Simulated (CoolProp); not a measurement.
Properties of the fluoroketone C6F12O (FK-5-1-12) at several states (Tc = 441.8 K, pc = 18.69 bar, ω = 0.471).

Computed with CoolProp (reference Helmholtz-energy equation of state, McLinden 2015).

```tsv
T (K)	p (bar)	phase	density (kg/m³)	cp (kJ/(kg K))	cv (kJ/(kg K))	Joule-Thomson coefficient (K/MPa)	isothermal compressibility (1/MPa)
305.4	0.299	gas	3.807	0.8724	0.8426	26.87	34.23
378.8	0.175	gas	1.766	0.9360	0.9089	12.95	57.48
477.2	45.1	supercritical	867.9	1.421	1.061	2.596	0.1185
302.1	0.544	liquid	1590	1.105	0.8882	-0.2386	0.003241
```
